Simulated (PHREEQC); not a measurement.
Solution (25 °C): 0.024 mol HF, 0.00076 mol NH4HF2, 0.0048 mol HCl and 0.043 mol Na3PO4 per kg of water. Closed to the air; pH follows from the charge balance.

Equilibrium calculation in PHREEQC: ion-association model, phreeqc.dat.

pH: 11.15
ionic strength: 0.188 mol/kgw
specific conductance: 9720 µS/cm
density: 1.005 g/cm³
total alkalinity: 56.4 meq/kg

```
species  molality  activity   log γ
-------  --------  --------  ------
Na+         0.126    0.0945  -0.124
HPO4-2     0.0300   0.00914  -0.517
F-         0.0246    0.0175  -0.148
PO4-3      0.0107  0.000578  -1.268
Cl-       0.00480   0.00346  -0.143
NaHPO4-   0.00225   0.00168  -0.125
OH-       0.00199   0.00141  -0.148
NaF      0.000912  0.000953   0.019
NH3      0.000746  0.000779   0.019
NH4+      1.42e-5   9.75e-6  -0.163
H2PO4-    1.40e-6   1.05e-6  -0.125
```

No solid was allowed to form.
